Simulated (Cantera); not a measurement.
An isothermal, constant-pressure homogeneous reactor starts with NO : N₂ : H₂O = 1 : 10 : 0.13 (molar parts), at 2075 K and 20.0 Torr.

Detailed kinetics in Cantera: GRI-Mech 3.0 (53 species, 325 reactions). Radical loss at walls, strong at low pressure, is not modelled.

### Question
Predict: x(NO) at 10.0 s; x(N₂O) at 10.0 s; x(N₂) at 10.0 s; x(O) at 10.0 s; x(O₂) at 10.0 s; x(NO₂) at 10.0 s.

### Answer
- x(NO) at 10.0 s = 0.0190 (gas-phase equilibrium 0.00456)
- x(N₂O) at 10.0 s = 1.18e-7 (gas-phase equilibrium 4.55e-8)
- x(N₂) at 10.0 s = 0.933 (gas-phase equilibrium 0.940)
- x(O) at 10.0 s = 0.00133 (gas-phase equilibrium 0.00146)
- x(O₂) at 10.0 s = 0.0345 (gas-phase equilibrium 0.0416)
- x(NO₂) at 10.0 s = 1.92e-6 (gas-phase equilibrium 5.05e-7)
